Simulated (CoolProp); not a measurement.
Vapour-liquid equilibrium of n-octane (1) + o-xylene (2) at 217.95 °C; x and y are mole fractions of (1).

Values from CoolProp's multi-fluid Helmholtz-energy mixture model, Beckmüller 2019 and Zhou 2012; pair parameters Bell 2016.

Problem. Give the bubble pressure and the first vapour's composition at x = 0.35, 0.725, 0.95. Is there an azeotrope?

Solution. x = 0.35: 0.6061 MPa, y = 0.430; x = 0.725: 0.6982 MPa, y = 0.778; x = 0.95: 0.7509 MPa, y = 0.961. No azeotrope shows between x = 0.05 and 0.95.

Pair parameters are fitted to limited data, so mixtures are less certain than the pure fluids.
